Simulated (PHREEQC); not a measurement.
PHREEQC input (ion-association model, wateq4f.dat):

```
SOLUTION_MASTER_SPECIES
  An  An-  0  An  62.0  # stands for a non-complexing anion
SOLUTION_SPECIES
  An- = An-
    -log_k 0
    -gamma 3.0 0
PHASES
  Fix_H+
    H+ = H+
    -log_k 0
SOLUTION 1
  temp 25
  units mmol/kgw
  pH 7 charge
  Cl 0.12248
  Ca 0.00024
  F 6.4e-05
  Na 10.0001
  Ba 0.061
  An 10
END
SELECTED_OUTPUT 1
  -reset false
  -pH true
  -pe true
  -ionic_strength true
  -water true
  -totals Ba Ca Cl F Na
  -molalities Hfo_wOH Hfo_wOH2+ Hfo_wO- Hfo_sOH Hfo_sOH2+ Hfo_sO- Hfo_sOHCa+2 Hfo_wOCa+ Hfo_sOHBa+2 Hfo_wOBa+
    Hfo_wF Hfo_wOHF-
  -saturation_indices Fluorite BaF2 Portlandite Halite
USER_PUNCH 1
  -headings sigma psi
  10 PUNCH EDL("sigma", "Hfo"), EDL("psi", "Hfo")
PRINT
  -reset false
USE solution 1
SURFACE 1
  Hfo_wOH 2.47191e-05 600 0.011
  Hfo_sOH 6.17978e-07
EQUILIBRIUM_PHASES 1
  Fix_H+ -4 HAn 10
    -force_equality true
  O2(g) -0.68 10
END
# ... the last block is repeated for the other 16 points of pH, with NaOH or the acid as the point needs
```

Selected output (columns that matter, 17 of 17 rows; pH added in front):

```
pH	mu	Ba	Ca	F	Na	m_Hfo_wOH	m_Hfo_wOH2+	m_Hfo_wO-	si_Fluorite	si_BaF2	si_Portlandite	si_Halite	sigma	psi
4	0.010301	6.1e-05	2.4e-07	3.5453e-08	0.01	9.923e-06	1.4613e-05	1.5436e-07	-11.302	-13.739	-21.596	-7.585	0.21647	0.18468
4.38	0.010235	6.1e-05	2.4e-07	4.0438e-08	0.01	1.2509e-05	1.1885e-05	3.016e-07	-11.126	-13.562	-20.835	-7.5848	0.17338	0.17346
4.75	0.010208	6.1e-05	2.4e-07	4.6308e-08	0.01	1.4601e-05	9.5907e-06	5.0927e-07	-10.981	-13.417	-20.095	-7.5847	0.13591	0.16106
5.12	0.010196	6.1e-05	2.4e-07	5.1953e-08	0.01	1.6203e-05	7.726e-06	7.7842e-07	-10.869	-13.305	-19.355	-7.5846	0.10398	0.14739
5.5	0.01019	6.1e-05	2.4e-07	5.6638e-08	0.01	1.7357e-05	6.2502e-06	1.1043e-06	-10.789	-13.225	-18.595	-7.5846	0.077033	0.13213
5.88	0.010187	6.0999e-05	2.4e-07	5.9887e-08	0.01	1.8098e-05	5.1637e-06	1.4531e-06	-10.738	-13.175	-17.835	-7.5846	0.055572	0.11563
6.25	0.010186	6.0997e-05	2.4e-07	6.1831e-08	0.01	1.8526e-05	4.406e-06	1.7846e-06	-10.71	-13.146	-17.095	-7.5846	0.039327	0.098421
6.62	0.010185	6.099e-05	2.3999e-07	6.2918e-08	0.01	1.8765e-05	3.8666e-06	2.0863e-06	-10.694	-13.13	-16.355	-7.5846	0.026963	0.080217
7	0.010184	6.0955e-05	2.3994e-07	6.349e-08	0.01	1.8897e-05	3.4529e-06	2.3691e-06	-10.686	-13.123	-15.595	-7.5846	0.017526	0.060824
7.38	0.010184	6.0837e-05	2.3977e-07	6.3761e-08	0.01	1.8964e-05	3.0739e-06	2.6803e-06	-10.683	-13.12	-14.835	-7.5846	0.010613	0.041424
7.75	0.010184	6.0629e-05	2.3943e-07	6.3885e-08	0.010001	1.8965e-05	2.6935e-06	3.0591e-06	-10.682	-13.119	-14.096	-7.5845	0.0054609	0.022931
8.12	0.010185	6.0459e-05	2.3883e-07	6.3946e-08	0.010003	1.8902e-05	2.3991e-06	3.4118e-06	-10.682	-13.12	-13.357	-7.5845	0.00090689	0.0039319
8.5	0.010187	6.0373e-05	2.3672e-07	6.3976e-08	0.010005	1.8804e-05	2.1965e-06	3.6878e-06	-10.685	-13.12	-12.601	-7.5844	-0.0038474	-0.016415
8.88	0.010192	6.0239e-05	2.2674e-07	6.3989e-08	0.010011	1.8584e-05	1.9806e-06	3.9944e-06	-10.704	-13.121	-11.86	-7.5841	-0.0091506	-0.036539
9.25	0.010203	5.9731e-05	1.9218e-07	6.3995e-08	0.010024	1.786e-05	1.604e-06	4.5557e-06	-10.776	-13.125	-11.192	-7.5836	-0.014887	-0.054029
9.62	0.010228	5.826e-05	1.3173e-07	6.3997e-08	0.010054	1.5709e-05	9.7388e-07	5.8052e-06	-10.94	-13.136	-10.616	-7.5824	-0.019968	-0.066393
10	0.01029	5.5764e-05	8.3818e-08	6.3998e-08	0.010124	1.1582e-05	3.852e-07	7.9775e-06	-11.138	-13.156	-10.053	-7.5797	-0.023135	-0.072875
```

Complexes and solids missing from the database can't appear.
